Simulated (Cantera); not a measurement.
## Equilibrium for thermal oxidation and active oxidation of silicon: Si + CO2 + N2

Feed: 1 mol Si, 0.71 mol CO2, 460 mol N2, at 0.720 bar.

Cantera equilibrium calculation (NASA polynomials, part measured and part estimated; ideal gas, pure solids and liquids). Candidate condensed phases: C, Si, SiC, SiO2, Si2N2O, Si3N4; 34 gas species. N2 is the only nitrogen source here; it is nearly inert below about 1500 K, so the nitride shown seldom forms there in practice. Mutual solubility and eutectic melting of coexisting phases are not modelled. The tables hold silica as quartz up to 1696 K and as liquid above; real silica turns to tridymite and cristobalite and melts near 1996 K. Equilibrium is a limit: real reactors are often held back by kinetics, nucleation or transport.

```tsv
T (K)	x N2	x CO	x SiO	x Si	x SiN	x Si2N	x CO2	n C(graphite)	n SiO2(β-quartz)	n Si2N2O(s)	n SiO2(condensed)	n Si3N4(s)
950	1.000	0.000153	<1e-12	<1e-12	<1e-12	<1e-12	2.81e-8	0.640	0.566	0.217	0	0
1100	0.998	0.00154	1.38e-12	<1e-12	<1e-12	<1e-12	3.22e-7	0	0.140	0.430	0	0
1250	0.998	0.00154	1.07e-9	<1e-12	<1e-12	<1e-12	3.57e-7	0	0.140	0.430	0	0
1400	0.998	0.00154	1.94e-7	<1e-12	<1e-12	<1e-12	3.90e-7	0	0.140	0.430	0	0
1550	0.998	0.00154	1.26e-5	2.43e-12	2.16e-12	<1e-12	4.22e-7	0	0.138	0.428	0	0
1700	0.998	0.00154	0.000384	4.56e-10	2.34e-10	<1e-12	4.51e-7	0	0	0.371	0.0809	0
1850	0.998	0.00154	0.000912	2.61e-7	8.48e-8	3.77e-9	9.12e-9	0	0	0.290	0	0
2000	0.997	0.00154	0.00154	2.26e-5	4.99e-6	2.45e-6	6.86e-10	0	0	0	0	0.0915
```
x: gas mole fraction; n: condensed amount in mol.

At 950 K the condensed part is C(graphite) + SiO2(β-quartz) + Si2N2O(s). From 1100 K to 1550 K the condensed part is SiO2(β-quartz) + Si2N2O(s). At 1700 K the condensed part is SiO2(condensed) + Si2N2O(s). At 1850 K the condensed part is Si2N2O(s). At 2000 K the condensed part is Si3N4(s).
